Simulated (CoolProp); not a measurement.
Vapour pressure (bar) of cis-2-butene: the reference equation beside estimates from Tc = 435.8 K, pc = 42.36 bar, ω = 0.202. Clausius-Clapeyron is anchored at 322.6 K with a constant enthalpy of vaporisation of 20.47 kJ/mol.

Computed with CoolProp (reference Helmholtz-energy equation of state, Lemmon 2005). It is a short technical equation, of lower accuracy than the large ones.

```csv
T (K),reference,Lee-Kesler,Clausius-Clapeyron,van der Waals,Redlich-Kwong,Soave-Redlich-Kwong,Peng-Robinson
273.5,0.8892,0.8821,1.117,4.750,1.371,0.8850,0.8960
289.9,1.624,1.621,1.859,6.517,2.375,1.621,1.627
306.2,2.748,2.756,2.921,8.659,3.826,2.755,2.745
322.6,4.396,4.421,4.396,11.23,5.841,4.424,4.388
338.9,6.676,6.722,6.346,14.23,8.494,6.744,6.670
355.3,9.756,9.822,8.874,17.72,11.91,9.889,9.767
371.7,13.78,13.86,12.05,21.71,16.17,14.00,13.83
388,18.87,18.96,15.91,26.18,21.31,19.20,18.99
```

Absolute difference from the reference over all 8 rows, mean and median: Lee-Kesler 0.5 and 0.6 %, Clausius-Clapeyron 11.1 and 10.8 %, van der Waals 174.6 and 134.3 %, Redlich-Kwong 31.5 and 30.1 %, Soave-Redlich-Kwong 0.9 and 0.8 %, Peng-Robinson 0.3 and 0.2 %.
